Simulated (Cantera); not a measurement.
Premixed flame

A freely propagating, adiabatic, planar premixed flame of 23.4 % H₂, 16.1 % O₂, 60.5 % N₂, equivalence ratio 0.73, unburnt at 350 K and 458 Torr; mixture-averaged transport, grid criteria slope 0.08 and curve 0.16, no radiation.

Detailed kinetics in Cantera: the H2/O2 subset of GRI-Mech 3.0, which has no nitrogen chemistry. Burning velocities carry a grid error of a few per cent, more on coarse grids.

| z (mm) | T (K) | u (m/s) | x H₂ | x O₂ | x H₂O | x H | x O | x H₂O₂ |
|---|---|---|---|---|---|---|---|---|
| -2.00 | 350 | 1.91 | 0.234 | 0.161 | <1e-8 | <1e-8 | <1e-8 | <1e-8 |
| -1.33 | 350 | 1.91 | 0.234 | 0.161 | <1e-8 | <1e-8 | <1e-8 | <1e-8 |
| -1.000 | 350 | 1.91 | 0.234 | 0.161 | 5.39e-8 | <1e-8 | <1e-8 | <1e-8 |
| -0.666 | 350 | 1.91 | 0.233 | 0.161 | 2.99e-6 | <1e-8 | <1e-8 | 3.17e-8 |
| -0.333 | 377 | 2.02 | 0.219 | 0.163 | 0.00104 | 2.99e-6 | 1.45e-6 | 1.49e-5 |
| -0.167 | 645 | 3.34 | 0.175 | 0.159 | 0.0251 | 0.00193 | 0.000138 | 6.45e-5 |
| 0 | 1060 | 5.35 | 0.105 | 0.129 | 0.0950 | 0.0141 | 0.00269 | 9.63e-6 |
| 0.167 | 1355 | 6.78 | 0.0449 | 0.0853 | 0.172 | 0.0250 | 0.00815 | 4.05e-6 |
| 0.333 | 1517 | 7.56 | 0.0235 | 0.0648 | 0.205 | 0.0245 | 0.0103 | 2.41e-6 |
| 0.666 | 1675 | 8.29 | 0.0169 | 0.0569 | 0.221 | 0.0171 | 0.00934 | 1.16e-6 |
| 1.33 | 1820 | 8.94 | 0.0130 | 0.0536 | 0.232 | 0.00951 | 0.00672 | 5.71e-7 |
| 2.67 | 1935 | 9.43 | 0.00854 | 0.0513 | 0.243 | 0.00429 | 0.00409 | 3.24e-7 |
| 5.33 | 2014 | 9.76 | 0.00458 | 0.0502 | 0.251 | 0.00152 | 0.00210 | 2.02e-7 |
x: mole fraction of selected species; z is measured from the peak of heat release.

The laminar burning velocity is 191 cm/s. The thermal thickness is 0.666 mm and the peak x(H) comes out as 0.0258. The peak x(O) comes out as 0.0104. The peak x(H₂O₂) comes out as 6.86e-5 and the grid points is 112.
